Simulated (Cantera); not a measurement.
Mixture: 7.63 % CH₄, 13.9 % O₂, 76.3 % N₂, 2.21 % H₂, at 3230 Torr, adiabatic and at constant volume. Ignition delay is the time to a rise of 400 K.

Detailed kinetics in Cantera: GRI-Mech 3.0 (53 species, 325 reactions).

Question: Predict: delay at 1048 K; delay at 1098 K; delay at 1148 K; delay at 1198 K; delay at 1248 K; delay at 1298 K; delay at 1348 K; apparent activation energy between 1248 and 1348 K.

Answer: 
- delay at 1048 K = 8.74 ms
- delay at 1098 K = 4.69 ms
- delay at 1148 K = 2.92 ms
- delay at 1198 K = 1.92 ms
- delay at 1248 K = 1.28 ms
- delay at 1298 K = 0.857 ms
- delay at 1348 K = 0.574 ms
- apparent activation energy between 1248 and 1348 K = 110 kJ/mol
